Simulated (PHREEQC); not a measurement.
# Acid rinse or clean: an equilibrium model

Make-up at 25 °C: 0.013 mol HCl, 0.019 mol CaCl2 and 0.045 mol CuCl2 per kg of water. Closed to the air; pH follows from the charge balance.

Computed with PHREEQC (ion-association model, wateq4f.dat).

Each row changes one thing in this solution. This is a speciation only: nothing precipitates in the calculation.

| case | pH | ionic strength (mol/kgw) | Cl- (mol/kgw) | Cu+2 (mol/kgw) | CuCl+ (mol/kgw) | CuCl2 (mol/kgw) | SI of Tenorite (CuO) | SI of Atacamite (Cu2(OH)3Cl) |
|---|---|---|---|---|---|---|---|---|
| as made | 1.98 | 0.195 | 0.136 | 0.0400 | 0.00479 | 0.000172 | -5.53 | -6.17 |
| 0.006 mol/kgw H2SO4 added | 1.73 | 0.201 | 0.136 | 0.0387 | 0.00459 | 0.000164 | -6.06 | -6.96 |
| HCl from 0.013 to 0.0117 mol/kgw | 2.03 | 0.194 | 0.135 | 0.0401 | 0.00476 | 0.000169 | -5.44 | -6.03 |
| diluted 100-fold with water | 3.91 | 0.00205 | 0.00141 | 0.000449 | … | … | -3.24 | -5.36 |
| HCl from 0.013 to 0.0065 mol/kgw | 2.28 | 0.189 | 0.130 | 0.0402 | 0.00463 | 0.000160 | … | -5.27 |
| HCl replaced by LiCl at the same molality | 4.45 | 0.195 | 0.136 | 0.0400 | 0.00478 | 0.000172 | -0.60 | +1.24 |
| temperature from 25 to 20 °C | 1.98 | 0.197 | 0.137 | 0.0410 | 0.00387 | 0.000133 | -5.71 | -6.37 |

### Question
What belongs in the gaps?

### Answer

- diluted 100-fold with water, CuCl+ (mol/kgw): 1.40e-6
- diluted 100-fold with water, CuCl2 (mol/kgw): 9.56e-10
- HCl from 0.013 to 0.0065 mol/kgw, SI of Tenorite (CuO): -4.93

Some of these states are supersaturated (in Atacamite, for instance).
